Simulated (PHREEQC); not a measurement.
## Leach liquor: speciation

A solution holds 0.27 mol H2SO4, 0.034 mol ZnSO4 and 0.0004 mol Na2SO4 per kg of water, at 74 °C. Closed to the air; pH follows from the charge balance.

Equilibrium calculation in PHREEQC: ion-association model, wateq4f.dat.

This is a speciation only: nothing precipitates in the calculation.

**Question.** What pH, ionic strength does the model give?

**Answer.** pH 0.71; ionic strength 0.354 mol/kgw.

**Question.** In which forms is Na present?

**Answer.** Na+ 98 %, NaSO4- 1.9 % of the Na.

Constants without temperature data keep their 25 °C values here.
